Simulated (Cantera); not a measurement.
## Hydrocarbon pyrolysis for carbon deposition

A perfectly stirred reactor is fed with C2H6 : H2 = 1 : 19 (molar parts), at 8.25 Torr; it is held at 1925 K, and followed from long to short residence time.

Detailed kinetics in Cantera: GRI-Mech 3.0 (53 species, 325 reactions). GRI-Mech 3.0 stops at C3 and has no aromatics, soot or wall deposition, so with more carbon than oxygen in the feed, carbon stays in small species such as C2H2 where larger ones or solid carbon would form. Radical loss at walls, strong at low pressure, is not modelled.

```csv
τ (s),x C2H6,x H2,x H,x C2H2,x CH2,x CH4
1.1,2.26e-6,0.945,0.00690,0.0426,5.90e-6,0.00516
0.44,5.86e-6,0.943,0.00655,0.0408,8.27e-6,0.00854
0.17,1.54e-5,0.940,0.00639,0.0381,1.16e-5,0.0137
0.065,3.98e-5,0.935,0.00648,0.0342,1.61e-5,0.0208
0.025,9.95e-5,0.930,0.00682,0.0294,2.21e-5,0.0291
0.0096,0.000244,0.923,0.00738,0.0240,2.96e-5,0.0378
0.0037,0.000586,0.917,0.00805,0.0183,3.81e-5,0.0454
0.0014,0.00144,0.913,0.00867,0.0129,4.67e-5,0.0504
0.00054,0.00349,0.911,0.00887,0.00799,5.34e-5,0.0504
```
x: mole fraction; the columns are a selection and need not sum to one.
